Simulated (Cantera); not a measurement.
An isothermal, constant-pressure homogeneous reactor starts with 8.33 % NH3, 91.7 % N2, at 1875 K and 1400 Pa.

Detailed kinetics in Cantera: the gas-phase N/H chemistry of the illustrative SiF4/NH3 mechanism in the Surface Chemkin manual (1991). Walls and surfaces, which speed up NH3 decomposition in real reactors, are not modelled.

x: mole fraction; the columns are a selection and need not sum to one.

| t (s) | x NH3 | x N2 | x NH2 | x H2 | x N | x N2H4 | x H |
|---|---|---|---|---|---|---|---|
| 2.00e-6 | 0.0833 | 0.917 | ___ | 1.18e-10 | <1e-12 | <1e-12 | 5.65e-9 |
| 7.13e-6 | 0.0833 | 0.917 | ___ | 1.44e-9 | <1e-12 | <1e-12 | 1.91e-8 |
| 2.54e-5 | 0.0833 | 0.917 | ___ | 1.63e-8 | <1e-12 | <1e-12 | 5.70e-8 |
| 9.06e-5 | 0.0833 | 0.917 | ___ | 1.43e-7 | <1e-12 | <1e-12 | 1.18e-7 |
| 0.000323 | 0.0833 | 0.917 | ___ | 7.92e-7 | <1e-12 | <1e-12 | 1.40e-7 |
| 0.00115 | 0.0833 | 0.917 | ___ | 3.18e-6 | <1e-12 | <1e-12 | 1.40e-7 |
| 0.00410 | 0.0833 | 0.917 | ___ | 1.18e-5 | 4.20e-11 | 1.05e-11 | 1.44e-7 |
| 0.0146 | 0.0832 | 0.917 | ___ | 4.84e-5 | 1.08e-9 | 1.33e-10 | 2.08e-7 |
| 0.0521 | 0.0828 | 0.916 | ___ | 0.000479 | 1.49e-8 | 1.48e-9 | 1.41e-6 |
| 0.186 | 0.0785 | 0.915 | ___ | 0.00640 | 2.54e-7 | 2.39e-9 | 1.22e-5 |
| 0.662 | 0.0654 | 0.910 | ___ | 0.0246 | 6.86e-7 | 9.94e-10 | 3.21e-5 |
| 2.36 | 0.0397 | 0.900 | ___ | 0.0602 | 8.68e-7 | 3.43e-10 | 7.40e-5 |
| 8.42 | 0.0108 | 0.889 | ___ | 0.100 | 7.19e-7 | 4.33e-11 | 0.000160 |
| 30.0 | 0.000418 | 0.885 | ___ | 0.115 | 4.37e-7 | <1e-12 | 0.000443 |

Q: Complete the blanks.

A: 
- 2.00e-6, x NH2: 5.89e-9
- 7.13e-6, x NH2: 2.20e-8
- 2.54e-5, x NH2: 8.96e-8
- 9.06e-5, x NH2: 4.05e-7
- 0.000323, x NH2: 1.72e-6
- 0.00115, x NH2: 6.50e-6
- 0.00410, x NH2: 2.35e-5
- 0.0146, x NH2: 8.33e-5
- 0.0521, x NH2: 0.000277
- 0.186, x NH2: 0.000352
- 0.662, x NH2: 0.000227
- 2.36, x NH2: 0.000134
- 8.42, x NH2: 4.75e-5
- 30.0, x NH2: 4.47e-6
